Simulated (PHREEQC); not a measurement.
## Brine

Solution (15 °C and 100 atm): 1.3 mol HCl and 0.015 mol KCl per kg of water. Closed to the air; pH follows from the charge balance.

Model: Pitzer model, pitzer.dat, run in PHREEQC.

This is a speciation only: nothing precipitates in the calculation.

What pH does the model give?

pH -0.23.

Complexes and solids missing from the database can't appear. In brines, pH and single-ion activities rest on the MacInnes convention. Under pressure, the constants of complexes without a molar volume in the database are unreliable.
